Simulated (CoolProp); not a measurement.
Values from CoolProp's reference Helmholtz-energy equation of state, Guder 2009.

### Question
Give the vapour pressure (bar), liquid cp (kJ/(kg K)), vapour Z, liquid conductivity (mW/(m K)) of saturated sulfur hexafluoride at 259.8, 270.6, 276 K.

### Answer
```tsv
T (K)	p (bar)	liquid cp (kJ/(kg K))	vapour Z	liquid conductivity (mW/(m K))
259.8	8.49	0.967	0.824	66.0
270.6	11.7	1.02	0.780	62.6
276	13.5	1.06	0.754	60.8
```

Thermal conductivity comes from a separate model (Assael 2012).
